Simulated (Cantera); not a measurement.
Input (Python, Cantera):

```python
import numpy as np
import cantera as ct

gas = ct.Solution("gri30.yaml")


def delay(T, t_max=10):
    gas.TPX = T, 44000, {'CH3OH': 1, 'O2': 1.58, 'N2': 5.94}
    reactor = ct.IdealGasConstPressureReactor(gas, clone=False)
    net = ct.ReactorNet([reactor])
    net.rtol, net.atol = 1e-8, 1e-16
    while net.time < t_max:
        t_old, T_old = net.time, reactor.T
        net.step()
        if reactor.T > T + 400:  # ignition: a rise of 400 K
            return t_old + (T + 400 - T_old) / (reactor.T - T_old) * (net.time - t_old)
    return np.nan


taus = []
for T in [1275, 1375, 1475, 1575, 1675, 1775, 1875]:
    taus.append(delay(T))
    print(f"T0 = {T:6g} K   tau = {taus[-1]:.4e} s")
```

Output:

```
T0 =   1275 K   tau = 6.5102e-03 s
T0 =   1375 K   tau = 1.7932e-03 s
T0 =   1475 K   tau = 6.2111e-04 s
T0 =   1575 K   tau = 2.5879e-04 s
T0 =   1675 K   tau = 1.2390e-04 s
T0 =   1775 K   tau = 6.5762e-05 s
T0 =   1875 K   tau = 3.7901e-05 s
```

Cantera simulation using GRI-Mech 3.0 (53 species, 325 reactions); the numbers are that mechanism's predictions, not measurements. GRI-Mech 3.0 was tuned for natural gas; its chemistry of methanol as a main component is partial and can be far from experiment.
